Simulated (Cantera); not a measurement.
A freely propagating, adiabatic, planar premixed flame of CH4 : O2 : N2 = 1 : 2.15 : 8.09 (molar parts), equivalence ratio 0.93, unburnt at 675 K and 7.11 atm; mixture-averaged transport, grid criteria slope 0.08 and curve 0.16, no radiation.

Model: GRI-Mech 3.0 (53 species, 325 reactions), integrated in Cantera. Burning velocities carry a grid error of a few per cent, more on coarse grids.

Question: What does this change do: inlet temperature 675 to 498 K?

Answer: 
```tsv
quantity	before	after
laminar burning velocity	79.1 cm/s	39.5 cm/s
thermal thickness	0.0729 mm	0.0945 mm
peak x(C2H2)	0.000173	0.000144
peak x(CO)	0.0390	0.0335
```

Question: What does this change do: O2 2.15 to 1.7 parts?

Answer: 
```csv
quantity,before,after
laminar burning velocity,79.1 cm/s,42.6 cm/s
thermal thickness,0.0729 mm,0.116 mm
peak x(C2H2),0.000173,0.000624
peak x(CO),0.0390,0.0454
```
